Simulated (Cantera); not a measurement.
Feed: 1 mol SiHCl3, a varied amount of N2, held at 873.15 K and 0.670 bar.

Method: chemical equilibrium by Gibbs-energy minimisation in Cantera with the NASA 1993 tables (ideal gas, pure condensed phases). Candidate condensed phases: NH4Cl, Si, Si3N4; 28 gas species. N2 is the only nitrogen source here; it is nearly inert below about 1500 K, so the nitride shown seldom forms there in practice. The numbers say what is thermodynamically allowed, not how fast it happens.

Task: At 5.6 mol N2, list the 5 most abundant gas species with their mole fractions, and the condensed phases.

Result: N2 0.790, HCl 0.0988, SiCl4 0.0866, H2 0.0248, SiHCl3 4.65e-5. Condensed: Si3N4(s).
